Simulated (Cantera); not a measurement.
## Ignition delay

Mixture: 8.82 % CH4, 3.26 % CO, 16.0 % O2, 60.4 % N2, 11.5 % H2O, at 500000 Pa, adiabatic and at constant volume. Ignition delay is the time to a rise of 400 K.

Cantera simulation using GRI-Mech 3.0 (53 species, 325 reactions); the numbers are that mechanism's predictions, not measurements.

| T0 (K) | delay (ms) |
|---|---|
| 1175 | 23.4 |
| 1275 | 6.17 |
| 1375 | 1.85 |
| 1475 | 0.603 |
| 1575 | 0.214 |
| 1675 | 0.0833 |

```
Property                                                Result
--------------------------------------------------  ----------
apparent activation energy between 1475 and 1675 K  200 kJ/mol
```
